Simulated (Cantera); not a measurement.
# Si3N4 + H2 + C + CO2 (sublimation and decomposition of ceramics)

Input: 1 mol Si3N4, 0.38 mol H2, 0.45 mol C, 0.0001 mol CO2, held at 0.0100 bar.

These are equilibrium values from Cantera (NASA tables, ideal gas, pure condensed phases), not measurements of a reactor. Candidate condensed phases: C, C6H6, C7H8, C8H18, H2O, Si, SiC, SiO2, Si2N2O, Si3N4; 151 gas species. Mutual solubility and eutectic melting of coexisting phases are not modelled. The tables' values for SiN are old estimates; treat these amounts as uncertain. Gases not in the tables: Si2H6 and higher silanes. The numbers say what is thermodynamically allowed, not how fast it happens.

```
T (°C)   x N2    x H2      x Si       x H    x Si2C    x SiC2  n SiC(s)  n Si3N4(s)  n Si(l)
------  -----  ------  --------  --------  --------  --------  --------  ----------  -------
1377    0.441   0.558   7.78e-6  0.000679   3.44e-8  7.95e-11     0.450       0.850        0
1477    0.441   0.557  0.000136   0.00174   1.10e-6  6.48e-10     0.450       0.850        0
1577    0.839   0.158  0.000645   0.00214   8.87e-6   1.13e-8     0.450           0     2.55
1677    0.836   0.156   0.00238   0.00453   5.25e-5   1.60e-7     0.449           0     2.54
1777    0.829   0.153   0.00773   0.00887  0.000260   1.73e-6     0.448           0     2.53
1877    0.812   0.146    0.0224    0.0161   0.00110   1.50e-5     0.445           0     2.49
1977    0.772   0.132    0.0592    0.0270   0.00411  0.000106     0.435           0     2.37
2077    0.683   0.108     0.144    0.0409    0.0136  0.000636     0.400           0     2.06
2177    0.495  0.0662     0.324    0.0517    0.0406   0.00328     0.249           0    0.991
2277    0.382  0.0393     0.430    0.0619    0.0542    0.0142         0           0        0
2377    0.368  0.0283     0.454    0.0789    0.0331    0.0226         0           0        0
2477    0.359  0.0190     0.468    0.0943    0.0185    0.0284         0           0        0
2577    0.352  0.0120     0.476     0.107   0.00991    0.0311         0           0        0
```
x: gas mole fraction; n: condensed amount in mol.

From 1377 °C to 1477 °C the condensed part is SiC(s) + Si3N4(s). From 1577 °C to 2177 °C the condensed part is Si(l) + SiC(s). From 2277 °C to 2577 °C nothing is condensed. The main Si-bearing gas is SiO at 1377 °C and Si at 2577 °C.
